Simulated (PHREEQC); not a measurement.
Dissolve 0.019 mol NaNO3 per kg of water at 70 °C. Closed to the air; pH follows from the charge balance.

All values are PHREEQC results (ion-association model, phreeqc.dat), not measurements.

This is a speciation only: nothing precipitates in the calculation.

Problem. What specific conductance does the model give?

Solution. specific conductance 4590 µS/cm.

Constants without temperature data keep their 25 °C values here.
